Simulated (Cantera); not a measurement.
Charge: 1 mol Si₂H₆, 0.067 mol HCl, 20 mol H₂, equilibrated at 13300 Pa.

These are equilibrium values from Cantera (NASA tables, ideal gas, pure condensed phases), not measurements of a reactor. Candidate condensed phases: Si; 19 gas species. The feed counts by its element totals alone. Gases not in the tables: Si₂H₆ and higher silanes. The numbers say what is thermodynamically allowed, not how fast it happens.

x: gas mole fraction; n: condensed amount in mol.

```
T (K)   x H₂    x HCl       x H  x SiHCl₃  n Si(s)  n Si(l)
-----  -----  -------  --------  --------  -------  -------
923    0.998  0.00176  6.69e-10  0.000208     1.99        0
1023   0.997  0.00264   1.13e-8   4.56e-5     2.00        0
1123   0.997  0.00284       [?]       [?]     2.00        0
1223   0.997  0.00286   8.22e-7   9.52e-7     2.00        0
1323   0.997  0.00286   4.34e-6   1.97e-7     2.00        0
1423   0.997  0.00285   1.82e-5   5.09e-8     2.00        0
1523   0.997  0.00285   6.32e-5   1.57e-8     2.00        0
1623   0.997  0.00285  0.000189   5.63e-9     2.00        0
1723   0.997  0.00285       [?]       [?]        0     2.00
1823   0.996  0.00285   0.00118  7.93e-10        0     2.00
```

What belongs in the gaps?


- 1723, x H: 0.000499
- 1723, x SiHCl₃: 2.13e-9
- 1123, x H: 1.16e-7
- 1123, x SiHCl₃: 6.00e-6
